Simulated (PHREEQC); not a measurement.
Make-up at 25 °C: 0.15 mol/kgw NaH2PO4, 0.0001 mol/kgw K2HPO4 and 1.4e-05 mol/kgw H4SiO4. Closed to the air; pH follows from the charge balance.

Computed with PHREEQC (ion-association model, wateq4f.dat).

```
quantity               before     after
-------------------  --------  --------
pH                       4.47      5.06
HPO4-2 (mol/kgw)     0.000632   1.20e-5
KHPO4- (mol/kgw)      7.76e-8  3.92e-11
SI of Quartz (SiO2)     -0.85     -2.87
```

Name the change that produced these shifts.
A. temperature from 25 to 90 °C
B. H4SiO4 from 1.4e-05 to 2.8e-05 mol/kgw
C. K2HPO4 replaced by KNO3 at the same molality
D. diluted 100-fold with water
E. NaH2PO4 left out

D, diluted 100-fold with water

Precipitation was switched off in this run. H3PO4, which wateq4f.dat lacks, is added to it with the constant of phreeqc.dat.
